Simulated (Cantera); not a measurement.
Input: 1 mol Ti(OiPr)4, 120 mol H2, equilibrated at 0.200 bar.

Equilibrium computed with Cantera from the NASA thermochemical tables; the gas is ideal and each condensed phase is pure. Candidate condensed phases: C, C6H6, C7H8, C8H18, H2O, Ti, TiC, TiO, TiO2, Ti2O3, Ti3O5, Ti4O7; 113 gas species. The feed counts by its element totals alone. TiC: taken at fixed stoichiometry. Rates play no part.

**Question.** Which condensed phases are stable at each of these points (T (K)): 1225, 1325, 1425, 1525, 1625, 1725, 1825, 1925, 2025?

**Answer.** 
| T (K) | condensed phases | Ti condensed (%) |
|---|---|---|
| 1225 | C(graphite) + Ti3O5(s) | 100.0 |
| 1325 | C(graphite) + TiC(s) | 100.0 |
| 1425 | C(graphite) + TiC(s) | 100.0 |
| 1525 | C(graphite) + TiC(s) | 100.0 |
| 1625 | C(graphite) + TiC(s) | 100.0 |
| 1725 | C(graphite) + TiC(s) | 100.0 |
| 1825 | C(graphite) + TiC(s) | 100.0 |
| 1925 | C(graphite) + TiC(s) | 100.0 |
| 2025 | C(graphite) + TiC(s) | 100.0 |

At 1225 K the condensed part is C(graphite) + Ti3O5(s). From 1325 K to 2025 K the condensed part is C(graphite) + TiC(s).
